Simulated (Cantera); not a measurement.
Source: NASA polynomial tables (part measured, part estimated), evaluated in Cantera. Values are per mole of reaction as written; species without (g) are pure solids or liquids, kept so even where they would boil at 1 bar.

H(g) + CsCl → HCl(g) + Cs

| T (K) | ΔH° (kJ) | ΔS° (J/K) | ΔG° (kJ) | log10 K |
|---|---|---|---|---|
| 1248 | ___ | ___ | ___ | ___ |
| 1273 | ___ | ___ | ___ | ___ |
| 1298 | ___ | ___ | ___ | ___ |
| 1323 | 88.8 | 7.5 | 78.9 | -3.11 |

**Question.** Fill in the missing entries.

**Answer.** 
- 1248, ΔH° (kJ): 91.1
- 1248, ΔS° (J/K): 9.3
- 1248, ΔG° (kJ): 79.5
- 1248, log10 K: -3.33
- 1273, ΔH° (kJ): 90.3
- 1273, ΔS° (J/K): 8.7
- 1273, ΔG° (kJ): 79.3
- 1273, log10 K: -3.25
- 1298, ΔH° (kJ): 89.6
- 1298, ΔS° (J/K): 8.1
- 1298, ΔG° (kJ): 79.1
- 1298, log10 K: -3.18
